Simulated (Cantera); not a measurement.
Input: 1 mol SiCl4, 0.97 mol Cl2, 6.5 mol H2, equilibrated at 900 K and 1 atm.

Method: chemical equilibrium by Gibbs-energy minimisation in Cantera with the NASA 1993 tables (ideal gas, pure condensed phases). Candidate condensed phases: Si; 19 gas species. Rates play no part.

Base state: H2 0.652, HCl 0.230, SiCl4 0.117, SiHCl3 0.000943 (mole fractions); condensed: gas only.

Task: What changes in the equilibrium state with this change: Cl2 from 0.97 to 2.9 mol?

Result: 
```csv
species,before,after
HCl,0.230,0.558
H2,0.652,0.346
SiCl4,0.117,0.0960
SiHCl3,0.000943,0.000169
```

Task: What changes in the equilibrium state with this change: Cl2 from 0.97 to 1.4 mol?

Result: 
| species | before | after |
|---|---|---|
| H2 | 0.652 | 0.572 |
| HCl | 0.230 | 0.315 |
| SiCl4 | 0.117 | 0.112 |
| SiHCl3 | 0.000943 | 0.000577 |

Task: What changes in the equilibrium state with this change: temperature from 900 K to 1398 K?

Result: 
| species | before | after |
|---|---|---|
| H2 | 0.652 | 0.618 |
| HCl | 0.230 | 0.266 |
| SiCl4 | 0.117 | 0.0843 |
| SiCl3 | 4.83e-6 | 0.0115 |
| SiHCl3 | 0.000943 | 0.0138 |
| SiCl2 | 9.48e-9 | 0.00670 |
| SiH2Cl2 | 7.20e-7 | 0.000338 |
The tables' values for SiCl3 are old estimates; treat these amounts as uncertain.
